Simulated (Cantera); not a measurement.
Dilute partial oxidation

A perfectly stirred reactor is fed with CH4 : O2 : N2 = 0.0063 : 0.014 : 1 (molar parts), at 7500 Torr; it is held at 1023 K, and followed from long to short residence time.

Computed with Cantera and GRI-Mech 3.0 (53 species, 325 reactions).

```json
[
 {"τ (s)": "0.37", "x CH4": "0.00142", "x O2": "0.00591", "x NO": "1.25e-11", "x C2H4": "2.77e-5", "x CH3": "5.86e-7", "x NO2": "3.63e-11"},
 {"τ (s)": "0.16", "x CH4": "0.00230", "x O2": "0.00783", "x NO": "3.87e-12", "x C2H4": "4.15e-5", "x CH3": "8.51e-7", "x NO2": "1.19e-11"},
 {"τ (s)": "0.072", "x CH4": "0.00349", "x O2": "0.0100", "x NO": "1.03e-12", "x C2H4": "4.84e-5", "x CH3": "1.14e-6", "x NO2": "3.52e-12"},
 {"τ (s)": "0.032", "x CH4": "0.00617", "x O2": "0.0137", "x NO": "<1e-12", "x C2H4": "3.81e-10", "x CH3": "3.43e-8", "x NO2": "<1e-12"},
 {"τ (s)": "0.014", "x CH4": "0.00617", "x O2": "0.0137", "x NO": "<1e-12", "x C2H4": "5.85e-11", "x CH3": "2.14e-8", "x NO2": "<1e-12"},
 {"τ (s)": "0.0064", "x CH4": "0.00617", "x O2": "0.0137", "x NO": "<1e-12", "x C2H4": "4.99e-12", "x CH3": "9.41e-9", "x NO2": "<1e-12"},
 {"τ (s)": "0.0028", "x CH4": "0.00617", "x O2": "0.0137", "x NO": "<1e-12", "x C2H4": "<1e-12", "x CH3": "3.12e-9", "x NO2": "<1e-12"},
 {"τ (s)": "0.0013", "x CH4": "0.00617", "x O2": "0.0137", "x NO": "<1e-12", "x C2H4": "<1e-12", "x CH3": "1.19e-9", "x NO2": "<1e-12"}
]
```
x: mole fraction; the columns are a selection and need not sum to one.
